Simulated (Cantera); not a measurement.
Charge: 1 mol CaCO3, 0.13 mol H2O, 0.45 mol CO2, held at 1825 K and 11.0 mbar.

Cantera equilibrium calculation (NASA polynomials, part measured and part estimated; ideal gas, pure solids and liquids). Candidate condensed phases: C, C6H6, C7H8, C8H18, Ca, CaCO3, CaO, Ca(OH)2, H2O; 115 gas species. The numbers say what is thermodynamically allowed, not how fast it happens.

Base state: CO2 0.886, H2O 0.0803, CO 0.0216, O2 0.0107, OH 0.00105, H2 0.000500, O 0.000152, H 9.39e-5 (mole fractions); condensed: CaO(s).

Task: What changes in the equilibrium state with this change: temperature from 1825 K to 1750 K?

Result: 
| species | before | after |
|---|---|---|
| CO2 | 0.886 | 0.899 |
| H2O | 0.0803 | 0.0811 |
| CO | 0.0216 | 0.0129 |
| O2 | 0.0107 | 0.00644 |
| O | 0.000152 | 5.72e-5 |
| H | 9.39e-5 | 3.98e-5 |
| OH | 0.00105 | 0.000588 |
| H2 | 0.000500 | 0.000321 |
| CaO(s), mol | 1.000 | 1.000 |

Task: What changes in the equilibrium state with this change: temperature from 1825 K to 1375 K?

Result: 
```
species        before     after
-----------  --------  --------
CO2             0.886     0.917
H2O            0.0803    0.0822
CO             0.0216  0.000390
O2             0.0107  0.000201
O            0.000152   8.60e-8
H             9.39e-5   1.34e-7
CaO(s), mol     1.000      1.00
```
